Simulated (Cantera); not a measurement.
Charge: 1 mol Pb, 6.2 mol NH3, 18 mol H2, equilibrated at 0.000110 bar.

Cantera equilibrium calculation (NASA polynomials, part measured and part estimated; ideal gas, pure solids and liquids). Candidate condensed phases: Pb; 11 gas species. The numbers say what is thermodynamically allowed, not how fast it happens.

### Question
What share of the Pb ends up in condensed phases as a function of T (K), at 723, 923, 1123, 1323, 1523, 1723, 1923?

### Answer
```tsv
T (K)	Pb condensed (%)	as
723	99.9	Pb(l)
923	28.3	Pb(l)
1123	0.0	-
1323	0.0	-
1523	0.0	-
1723	0.0	-
1923	0.0	-
```
